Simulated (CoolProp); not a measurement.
The fluid at 293.15 K and 0.901 MPa is throttled through a valve to 0.0878 MPa with no heat exchange. The same conditions are run with several fluids, on thermodynamics alone (safety and materials aside).

Model: reference Helmholtz-energy equation of state of each fluid (R143a: Lemmon and Jacobsen 2000; carbon monoxide: Lemmon 2006; dry air: Lemmon 2000; ethane: Bücker 2006; sulfur hexafluoride: Guder 2009), in CoolProp. Blends and air are pseudo-pure fits.

Question: Rank R143a, carbon monoxide, dry air, ethane, sulfur hexafluoride by temperature change (K), highest first.

Answer: dry air (-1.9), carbon monoxide (-2.1), sulfur hexafluoride (-9.0), ethane (-10.0), R143a (-19.1)

| fluid | final density (kg/m³) |
|---|---|
| R143a | 3.31 |
| carbon monoxide | 1.02 |
| dry air | 1.05 |
| ethane | 1.13 |
| sulfur hexafluoride | 5.49 |
